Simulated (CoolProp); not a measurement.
A simple Rankine cycle with trans-2-butene: condensing at 325.15 K, boiler at 1.65 MPa, turbine inlet 417.8 K, turbine efficiency 0.8, pump efficiency 0.7, no recuperator. Each further row changes one setting.

Computed with CoolProp (reference Helmholtz-energy equation of state, Lemmon 2005). It is a short technical equation, of lower accuracy than the large ones.

```json
[
 {"case": "as stated", "thermal efficiency (%)": "9.1", "net work (kJ/kg)": "45.7", "heat in (kJ/kg)": "501", "turbine exit temperature (K)": "380.1", "volume ratio over the turbine": "3.35"},
 {"case": "turbine inlet 437.8 K", "thermal efficiency (%)": "9.0", "net work (kJ/kg)": "49.4", "heat in (kJ/kg)": "547", "turbine exit temperature (K)": "401.2", "volume ratio over the turbine": "3.29"},
 {"case": "condensing temperature 317.15 K", "thermal efficiency (%)": "10.4", "net work (kJ/kg)": "54.3", "heat in (kJ/kg)": "521", "turbine exit temperature (K)": "374.1", "volume ratio over the turbine": "4.13"},
 {"case": "boiler pressure 1.15 MPa", "thermal efficiency (%)": "6.6", "net work (kJ/kg)": "33.9", "heat in (kJ/kg)": "515", "turbine exit temperature (K)": "393.2", "volume ratio over the turbine": "2.27"},
 {"case": "turbine efficiency 0.7", "thermal efficiency (%)": "7.9", "net work (kJ/kg)": "39.6", "heat in (kJ/kg)": "501", "turbine exit temperature (K)": "383.2", "volume ratio over the turbine": "3.38"}
]
```
